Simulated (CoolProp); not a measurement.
Nitrogen along the isotherm 126.8 K: fugacity coefficient from the reference equation and from simpler models built on Tc = 126.2 K, pc = 3.396 MPa, ω = 0.037; each cubic takes its own stable root.

Model: reference Helmholtz-energy equation of state, Span 2000, in CoolProp.

```csv
p (MPa),phase,reference
2.12,gas,0.8003
4.24,supercritical,0.5721
6.37,supercritical,0.4250
8.49,supercritical,0.3526
10.6,supercritical,0.3107
12.7,supercritical,0.2842
14.9,supercritical,0.2661
17,supercritical,0.2545
19.1,supercritical,0.2468
21.2,supercritical,0.2420
23.3,supercritical,0.2393
25.5,supercritical,0.2383
27.6,supercritical,0.2387
29.7,supercritical,0.2404
31.8,supercritical,0.2431
34,supercritical,0.2469
```

### Question
How far does each simpler model (van der Waals, Redlich-Kwong) lie from the reference over these 16 states: mean and median of the absolute difference, and the worst?

### Answer
- van der Waals: mean 27.0 %, median 27.1 %, worst +51.9 % at 126.8 K and 34 MPa
- Redlich-Kwong: mean 2.5 %, median 2.9 %, worst +3.2 % at 126.8 K and 21.2 MPa
